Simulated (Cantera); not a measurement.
Input: 1 mol CO, 0.021 mol O₂, 17 mol H₂, held at 2402 °C and 14.0 Pa.

Method: chemical equilibrium by Gibbs-energy minimisation in Cantera with the NASA 1993 tables (ideal gas, pure condensed phases). Candidate condensed phases: C, C₆H₆, C₇H₈, C₈H₁₈, H₂O; 110 gas species. The numbers say what is thermodynamically allowed, not how fast it happens.

Base state: H 0.924, H₂ 0.0448, CO 0.0298, O 0.00115, OH 8.69e-5, H₂O 1.69e-5 (mole fractions); condensed: gas only.

### Question
What changes in the equilibrium state with this change: O₂ from 0.021 to 0.013 mol?

### Answer
```tsv
species	before	after
H	0.924	0.925
H₂	0.0448	0.0449
CO	0.0298	0.0298
O	0.00115	0.000710
OH	8.69e-5	5.39e-5
H₂O	1.69e-5	1.05e-5
```

### Question
What changes in the equilibrium state with this change: temperature from 2402 °C to 1927 °C?

### Answer
```
species   before    after
-------  -------  -------
H₂        0.0448    0.588
H          0.924    0.365
CO        0.0298   0.0454
H₂O      1.69e-5  0.00167
O        0.00115  6.28e-5
CO₂      1.68e-6  2.45e-5
```

### Question
What changes in the equilibrium state with this change: pressure from 14.0 Pa to 7.40 bar?

### Answer
```
species   before    after
-------  -------  -------
H₂        0.0448    0.924
CO        0.0298   0.0550
H          0.924   0.0183
O        0.00115  1.42e-7
H₂O      1.69e-5  0.00228
CO₂      1.68e-6  2.04e-5
OH       8.69e-5  1.13e-5
```
